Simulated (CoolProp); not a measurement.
A simple Rankine cycle with sulfur dioxide: condensing at 303.15 K, boiler at 2.47 MPa, turbine inlet 517.5 K, turbine efficiency 0.9, pump efficiency 0.6, no recuperator. Each further row changes one setting.

Values from CoolProp's reference Helmholtz-energy equation of state, Gao 2016.

```json
[
 {"case": "as stated", "thermal efficiency (%)": "16.3", "net work (kJ/kg)": "80.2", "heat in (kJ/kg)": "492", "turbine exit temperature (K)": "386.8", "volume ratio over the turbine": "4.11"},
 {"case": "condensing temperature 295.15 K", "thermal efficiency (%)": "18.1", "net work (kJ/kg)": "91.0", "heat in (kJ/kg)": "503", "turbine exit temperature (K)": "369.4", "volume ratio over the turbine": "5.14"},
 {"case": "boiler pressure 1.73 MPa", "thermal efficiency (%)": "13.4", "net work (kJ/kg)": "(withheld)", "heat in (kJ/kg)": "497", "turbine exit temperature (K)": "(withheld)", "volume ratio over the turbine": "3.04"},
 {"case": "turbine efficiency 0.8", "thermal efficiency (%)": "14.4", "net work (kJ/kg)": "71.0", "heat in (kJ/kg)": "492", "turbine exit temperature (K)": "(withheld)", "volume ratio over the turbine": "(withheld)"}
]
```

Q: Some entries are withheld; supply them.

A: 
- boiler pressure 1.73 MPa, net work (kJ/kg): 66.8
- boiler pressure 1.73 MPa, turbine exit temperature (K): 413.3
- turbine efficiency 0.8, turbine exit temperature (K): 399.7
- turbine efficiency 0.8, volume ratio over the turbine: 4.26
